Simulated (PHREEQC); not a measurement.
PHREEQC input (ion-association model, wateq4f.dat):

```
SOLUTION_MASTER_SPECIES
  An  An-  0  An  62.0  # stands for a non-complexing anion
SOLUTION_SPECIES
  An- = An-
    -log_k 0
    -gamma 3.0 0
  PO4-3 + 3H+ = H3PO4  # constants of phreeqc.dat
    -log_k 21.721
    -delta_h -10.1 kJ
PHASES
  Fix_H+
    H+ = H+
    -log_k 0
SOLUTION 1
  temp 25
  units mmol/kgw
  pH 7 charge
  S(6) 0.37
  Ag 0.74
  P 0.41
  Na 1.41
  An 1
END
SELECTED_OUTPUT 1
  -reset false
  -pH true
  -pe true
  -ionic_strength true
  -water true
  -totals Ag Na P S S(-2) S(6)
  -molalities Hfo_wOH Hfo_wOH2+ Hfo_wO- Hfo_sOH Hfo_sOH2+ Hfo_sO- Hfo_wSO4- Hfo_wOHSO4-2 Hfo_wH2PO4 Hfo_wHPO4-
    Hfo_wPO4-2 Hfo_sOAg Hfo_wOAg
  -saturation_indices Ag2O Ag3PO4 Ag2SO4 Mirabilite
USER_PUNCH 1
  -headings sigma psi
  10 PUNCH EDL("sigma", "Hfo"), EDL("psi", "Hfo")
PRINT
  -reset false
USE solution 1
SURFACE 1
  Hfo_wOH 0.00224719 600 1
  Hfo_sOH 5.61798e-05
EQUILIBRIUM_PHASES 1
  Fix_H+ -3 HAn 10
    -force_equality true
  O2(g) -0.68 10
END
# ... the last block is repeated for the other 16 points of pH, with NaOH or the acid as the point needs
```

Selected output (columns that matter, 12 of 17 rows; pH added in front):

```
pH	mu	Ag	Na	P	S	m_Hfo_wOH	m_Hfo_wOH2+	m_Hfo_wO-	m_Hfo_sOH	si_Ag2O	si_Ag3PO4	si_Mirabilite	sigma	psi
3	0.0035938	0.00073995	0.00141	4.0716e-09	7.2891e-08	8.6675e-05	0.0013804	1.2467e-07	3.3161e-06	-12.898	-13.954	-11.933	0.12294	0.18267
3.5	0.0027606	0.00073971	0.00141	3.2998e-09	1.357e-07	0.00017563	0.0012911	5.4729e-07	6.6906e-06	-11.892	-12.996	-11.622	0.089152	0.17295
4.5	0.0023004	0.00073489	0.00141	7.6076e-09	2.2749e-06	0.00034627	0.0011207	2.451e-06	1.2046e-05	-9.8936	-10.617	-10.376	0.03863	0.13487
5	0.0022322	0.0007248	0.00141	1.5957e-08	1.331e-05	0.00041337	0.0010633	3.6815e-06	1.1484e-05	-8.9051	-9.3136	-9.6061	0.023811	0.11119
6	0.0022866	0.00069024	0.00141	4.5265e-08	0.00015865	0.00070749	0.00090337	1.2693e-05	3.8113e-06	-6.95	-6.9553	-8.5313	0.010243	0.070032
6.5	0.0023713	0.00067694	0.00141	7.2103e-08	0.00027174	0.00093343	0.00077019	2.5916e-05	1.3924e-06	-5.9692	-5.8419	-8.3001	0.0067637	0.051672
7.5	0.002357	0.00058933	0.00141	1.0335e-06	0.00036714	0.0010764	0.00062148	4.271e-05	1.6706e-07	-4.0908	-3.2969	-8.1688	0.00018728	0.0016892
8	0.0022316	0.00046377	0.00141	8.6358e-06	0.00036973	0.0010038	0.00058192	3.9667e-05	6.7243e-08	-3.2979	-2.0829	-8.1614	-0.0031711	-0.027994
9	0.0027022	0.00011618	0.0020778	0.00018603	0.00036999	0.001039	0.00034474	7.1742e-05	2.7028e-08	-2.5051	-1.5192	-7.8358	-0.011839	-0.072813
9.5	0.0031039	3.8168e-05	0.0024537	0.00030573	0.00036999	0.0011441	0.00021093	0.00014217	2.6168e-08	-2.4769	-2.2645	-7.7013	-0.017272	-0.087294
10.5	0.0037974	4.1654e-06	0.0031425	0.00040404	0.00036999	0.0011404	8.9943e-05	0.00033122	2.4777e-08	-2.4295	-4.0886	-7.5025	-0.040564	-0.12464
11	0.0046768	1.5475e-06	0.0040662	0.00040888	0.00036999	0.0010492	5.4858e-05	0.00045969	2.2709e-08	-2.3538	-5.0002	-7.2971	-0.065446	-0.14365
```

Complexes and solids missing from the database can't appear. H3PO4, which wateq4f.dat lacks, is added to it with the constant of phreeqc.dat. The database has no phosphate complexes of Ag. The oxide is taken as insoluble; below pH 4 it would dissolve.
